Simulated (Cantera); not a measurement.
A closed system holds: 1 mol SiCl₄, 0.17 mol Cl₂, 13 mol H₂, held at 0.240 bar.

These are equilibrium values from Cantera (NASA tables, ideal gas, pure condensed phases), not measurements of a reactor. Candidate condensed phases: Si; 19 gas species. The tables' values for SiCl₃ are old estimates; treat these amounts as uncertain. Equilibrium is a limit: real reactors are often held back by kinetics, nucleation or transport. All values below are at 1298 K.

Base state: H₂ 0.847, HCl 0.0838, SiCl₄ 0.0278, SiCl₂ 0.0184, SiHCl₃ 0.0127, SiCl₃ 0.00924, SiH₂Cl₂ 0.000816, SiH₃Cl 1.47e-5 (mole fractions); condensed: gas only.

Problem. What changes in the equilibrium state with this change: pressure from 0.240 bar to 0.00730 bar?

Solution. 
```json
[
 {"species": "H₂", "before": "0.847", "after": "0.799"},
 {"species": "HCl", "before": "0.0838", "after": "0.134"},
 {"species": "SiCl₂", "before": "0.0184", "after": "0.0511"},
 {"species": "SiHCl₃", "before": "0.0127", "after": "0.00172"},
 {"species": "SiCl₄", "before": "0.0278", "after": "0.00640"},
 {"species": "SiH₃Cl", "before": "1.47e-5", "after": "6.94e-7"},
 {"species": "SiH₂Cl₂", "before": "0.000816", "after": "6.52e-5"},
 {"species": "H", "before": "2.01e-6", "after": "1.12e-5"},
 {"species": "SiCl₃", "before": "0.00924", "after": "0.00740"}
]
```

Problem. What changes in the equilibrium state with this change: H₂ from 13 to 530 mol?

Solution. 
| species | before | after |
|---|---|---|
| H₂ | 0.847 | 0.992 |
| HCl | 0.0838 | 0.00776 |
| SiCl₂ | 0.0184 | 0.000161 |
| SiCl₄ | 0.0278 | 1.79e-6 |
| SiHCl₃ | 0.0127 | 1.03e-5 |
| SiCl₃ | 0.00924 | 6.95e-6 |
| SiH₂Cl₂ | 0.000816 | 8.40e-6 |
| SiH₃Cl | 1.47e-5 | 1.92e-6 |
| Si(s), mol | 0 | 0.898 |
